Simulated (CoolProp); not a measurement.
Vapour-liquid equilibrium of R114 (1) + n-hexane (2) at 304 K; x and y are mole fractions of (1).

The numbers come from the multi-fluid Helmholtz-energy mixture model, Platzer 1990 and Thol 2019; pair parameters Bell 2016 in CoolProp. This equation is an older, rougher fit; its heat capacities, sound speeds and derivatives of the liquid may be far off and weren't checked against measurements.

### Question
Give the bubble pressure and the first vapour's composition at x = 0.2, 0.35, 0.5. Is there an azeotrope?

### Answer
x = 0.2: 0.09498 MPa, y = 0.769; x = 0.35: 0.1329 MPa, y = 0.856; x = 0.5: 0.1636 MPa, y = 0.901. No azeotrope shows between x = 0.05 and 0.95.

The pair parameters rest on a limited set of measurements; away from them the model extrapolates.
